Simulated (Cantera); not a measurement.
A perfectly stirred reactor is fed with CO : H2 : CH4 : O2 : N2 = 1 : 0.37 : 0.059 : 0.967 : 3.64 (molar parts), equivalence ratio 0.83, at 4.93 atm; it is adiabatic with a 348 K inlet, and is followed from long to short residence time, starting on the burning branch (τ in s: 0.18, 0.095, 0.05, 0.026, 0.014, 0.0073, 0.0038, 0.002, 0.0011, 0.00056, 0.0003, 0.00016, 8.2e-05).

Computed with Cantera and GRI-Mech 3.0 (53 species, 325 reactions).

Q: Predict: blow-out, bracketed by the residence times tried; x(CO) at τ = 0.180 s; x(H2) at τ = 0.180 s; x(CH4) at τ = 0.180 s; x(CO) at τ = 3.80 ms; x(H2) at τ = 3.80 ms; x(CH4) at τ = 3.80 ms; x(HCO) at τ = 3.80 ms.

A: 
```json
{
  "blow_out_bracketed_by_the_residence_times_tried": "burning at 82.0 µs, the shortest tried",
  "x(CO) at τ = 0.180 s": "0.00576",
  "x(H2) at τ = 0.180 s": "0.000478",
  "x(CH4) at τ = 0.180 s": "5.98e-8",
  "x(CO) at τ = 3.80 ms": "0.0107",
  "x(H2) at τ = 3.80 ms": "0.000869",
  "x(CH4) at τ = 3.80 ms": "1.91e-6",
  "x(HCO) at τ = 3.80 ms": "1.95e-8"
}
```
